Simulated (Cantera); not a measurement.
**Hydrocarbon pyrolysis for carbon deposition**

A perfectly stirred reactor is fed with C2H4 : H2 : N2 = 1 : 39 : 0.22 (molar parts), at 101000 Pa; it is held at 1850 K, and followed from long to short residence time.

Model: GRI-Mech 3.0 (53 species, 325 reactions), integrated in Cantera. GRI-Mech 3.0 was tuned for natural gas; its chemistry of ethylene as a main component is partial and can be far from experiment. GRI-Mech 3.0 stops at C3 and has no aromatics, soot or wall deposition, so with more carbon than oxygen in the feed, carbon stays in small species such as C2H2 where larger ones or solid carbon would form.

```
τ (s)     x C2H4   x H2     x CH4   x C2H6    x CH2
------  --------  -----  --------  -------  -------
0.54    0.000352  0.967   0.00515  3.07e-7  3.64e-8
0.31    0.000358  0.967   0.00481  2.87e-7  3.41e-8
0.19    0.000365  0.968   0.00437  2.64e-7  3.11e-8
0.11    0.000379  0.968   0.00370  2.33e-7  2.64e-8
0.064   0.000399  0.968   0.00288  2.05e-7  2.06e-8
0.038   0.000430  0.969   0.00208  1.90e-7  1.49e-8
0.022   0.000480  0.969   0.00140  1.92e-7  9.89e-9
0.013   0.000563  0.969  0.000943  2.12e-7  6.41e-9
0.0077  0.000714  0.970  0.000643  2.55e-7  4.16e-9
0.0045   0.00102  0.970  0.000451  3.38e-7  2.86e-9
0.0027   0.00158  0.970  0.000339  4.75e-7  2.37e-9
```
x: mole fraction; the columns are a selection and need not sum to one.
